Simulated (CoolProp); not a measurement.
Values from CoolProp's reference Helmholtz-energy equation of state, Lemmon 2013.

Q: Give the vapour pressure (bar), enthalpy of vaporisation (kJ/kg), liquid viscosity (µPa s) of saturated propylene at 187.9, 296.1, 317.7 K.

A: 
```csv
T (K),p (bar),enthalpy of vaporisation (kJ/kg),liquid viscosity (µPa s)
187.9,0.123,478,314
296.1,11.0,339,96.9
317.7,18.2,293,78.5
```

Viscosity comes from a separate model (Huber 2003), an estimate that may be off by 10 % or more.
